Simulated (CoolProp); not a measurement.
Values from CoolProp's reference Helmholtz-energy equation of state, Thol 2019.

Problem. Give the vapour pressure (kPa), vapour density (kg/m³) of saturated dodecamethylpentasiloxane (MD3M) at 385, 402.2, 539.9 K.

Solution. 
| T (K) | p (kPa) | vapour density (kg/m³) |
|---|---|---|
| 385 | 2.08 | 0.252 |
| 402.2 | 4.46 | 0.519 |
| 539.9 | 221 | 23.3 |
